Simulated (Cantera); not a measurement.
## Ammonia decomposition in nitride growth gas

An isothermal, constant-pressure homogeneous reactor starts with 45.8 % NH3, 54.2 % H2, at 1975 K and 0.280 bar.

Cantera simulation using the gas-phase N/H chemistry of the illustrative SiF4/NH3 mechanism in the Surface Chemkin manual (1991); the numbers are that mechanism's predictions, not measurements. Walls and surfaces, which speed up NH3 decomposition in real reactors, are not modelled.

```tsv
t (s)	x NH3	x H2	x N2H4	x N	x NH2
1.00e-6	0.458	0.542	<1e-12	<1e-12	1.37e-6
4.06e-6	0.458	0.542	4.61e-12	<1e-12	5.88e-6
1.65e-5	0.458	0.542	8.96e-11	2.26e-11	2.42e-5
6.71e-5	0.458	0.542	1.53e-9	1.94e-9	9.84e-5
0.000273	0.458	0.542	2.21e-8	1.05e-7	0.000373
0.00111	0.455	0.543	6.94e-8	5.59e-7	0.000661
0.00451	0.445	0.550	6.81e-8	5.70e-7	0.000654
0.0183	0.406	0.575	6.04e-8	5.80e-7	0.000616
0.0745	0.287	0.653	3.82e-8	6.11e-7	0.000490
0.303	0.0881	0.784	7.92e-9	6.54e-7	0.000223
1.23	0.00225	0.839	4.26e-11	4.16e-7	1.64e-5
5.00	0.000142	0.841	<1e-12	3.71e-8	1.16e-6
```
x: mole fraction; the columns are a selection and need not sum to one.

Equilibrium at this temperature and pressure: NH3 1.79e-6, H2 0.841, N2H4 <1e-12, N 4.67e-10, NH2 1.46e-8 (gas phase only).
